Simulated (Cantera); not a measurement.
Input: 1 mol CuO, 450 mol H2, equilibrated at 925 K and 270 Pa.

These are equilibrium values from Cantera (NASA tables, ideal gas, pure condensed phases), not measurements of a reactor. Candidate condensed phases: Cu, CuO, Cu(OH)2, Cu2O, H2O; 12 gas species. Equilibrium is a limit: real reactors are often held back by kinetics, nucleation or transport.

Q: What is the equilibrium state?

A: 
```
Property                                  Result
-------------------------------------  ---------
x(H2)                                      0.998
x(H2O)                                   0.00222
n(Cu(s))                                1.00 mol
gas amount                             450.0 mol
log10 activity of Cu(OH)2(s) (absent)     -17.88
```
